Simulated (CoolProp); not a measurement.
Saturation properties of oxygen (Tc = -118.6 °C, pc = 5.046 MPa, ω = 0.022).

Computed with CoolProp (reference Helmholtz-energy equation of state, Schmidt 1985).

| T (°C) | p (MPa) | enthalpy of vaporisation (kJ/kg) | liquid viscosity (µPa s) |
|---|---|---|---|
| -180.15 | 0.1347 | 210.2 | 181 |
| -176.15 | 0.1958 | 206.0 | 164 |
| -172.05 | 0.2783 | 201.3 | 149 |
| -168.05 | 0.3814 | 196.4 | 136 |
| -163.95 | 0.5140 | 190.8 | 124 |
| -159.95 | 0.6733 | 185.0 | 113 |
| -155.85 | 0.8711 | 178.4 | 103 |
| -151.85 | 1.101 | 171.3 | 94.6 |
| -147.85 | 1.373 | 163.5 | 86.5 |
| -143.75 | 1.697 | 154.5 | 78.7 |
| -139.75 | 2.064 | 144.7 | 71.5 |
| -135.65 | 2.495 | 133.2 | 64.4 |
| -131.65 | 2.975 | 119.9 | 57.7 |
| -127.55 | 3.534 | 103.4 | 50.8 |

It boils at -183.0 °C under 1 atm.

Viscosity comes from a separate model (Lemmon 2004).
